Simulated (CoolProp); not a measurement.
R115 at 293.15 K and 0.538 MPa is compressed adiabatically to 1.84 MPa with isentropic efficiency 0.8. Each further row changes one setting.

Values from CoolProp's reference Helmholtz-energy equation of state, Lemmon 2016.

| case | work (kJ/kg) | final temperature (K) | final density (kg/m³) |
|---|---|---|---|
| as stated | (withheld) | (withheld) | (withheld) |
| efficiency 1 | 16.5 | (withheld) | (withheld) |
| efficiency 0.65 | 25.4 | (withheld) | (withheld) |

**Question.** Fill in the missing entries.

**Answer.** 
- as stated, work (kJ/kg): 20.6
- as stated, final temperature (K): 338.1
- as stated, final density (kg/m³): 143
- efficiency 1, final temperature (K): 334.2
- efficiency 1, final density (kg/m³): 149
- efficiency 0.65, final temperature (K): 342.9
- efficiency 0.65, final density (kg/m³): 137
